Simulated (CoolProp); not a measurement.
C2F6 (R116) at 293.15 K and 0.16 MPa flows at 2.8 m/s in a round tube of 50 mm bore and 0.25 µm roughness, fully developed (64/Re and Nu = 3.66 if laminar; Colebrook and Gnielinski if turbulent). Each further row changes one setting.

Model: reference Helmholtz-energy equation of state, Lemmon 2006, in CoolProp. It is a short technical equation, of lower accuracy than the large ones.

| case | Reynolds number | Darcy friction factor | pressure drop (Pa/m) | heat-transfer coefficient (W/(m² K)) | mass flow (kg/h) |
|---|---|---|---|---|---|
| as stated | 93000 | 0.0183 | 13.2 | 50.6 | 183 |
| velocity 5.6 m/s | 186000 | 0.0159 | 46.0 | 87.7 | 365 |
| diameter 100 mm | 186000 | 0.0159 | 5.74 | 43.8 | 730 |

Viscosity comes from a separate model (Huber 2003), an estimate that may be off by 10 % or more. Thermal conductivity comes from a separate model (Huber 2003), an estimate that may be off by 10 % or more.
